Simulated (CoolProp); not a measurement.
Vapour-liquid equilibrium of n-hexane (1) + o-xylene (2) at 6.48 bar; x and y are mole fractions of (1).

Computed with CoolProp (multi-fluid Helmholtz-energy mixture model, Thol 2019 and Zhou 2012; pair parameters Bell 2016).

Task: Give the bubble temperature and the first vapour's composition at x = 0.05, 0.55, 0.85. Is there an azeotrope?

Result: x = 0.05: 495.7 K, y = 0.164; x = 0.55: 440.3 K, y = 0.840; x = 0.85: 422.8 K, y = 0.959. No azeotrope shows between x = 0.05 and 0.95.

Pair parameters are fitted to limited data, so mixtures are less certain than the pure fluids.
